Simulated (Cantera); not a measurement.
Feed: 1 mol Si2Cl6, 4.6 mol N2, at 1.00 bar.

These are equilibrium values from Cantera (NASA tables, ideal gas, pure condensed phases), not measurements of a reactor. Candidate condensed phases: Si, Si3N4; 13 gas species. The feed counts by its element totals alone. N2 is the only nitrogen source here; it is nearly inert below about 1500 K, so the nitride shown seldom forms there in practice. The tables' values for SiCl3 are old estimates; treat these amounts as uncertain. Kinetics and transport are ignored. All values below are at 802 °C.

Base state: N2 0.740, SiCl4 0.260, SiCl3 0.000140 (mole fractions); condensed: Si3N4(s).

Q: What changes in the equilibrium state with this change: Si2Cl6 replaced by SiH4?

A: 
```
species          before    after
-------------  --------  -------
N2                0.740    0.663
H2                    0    0.337
NH3                   0  5.83e-5
SiCl4             0.260        0
SiCl3          0.000140        0
Si3N4(s), mol     0.167    0.333
```
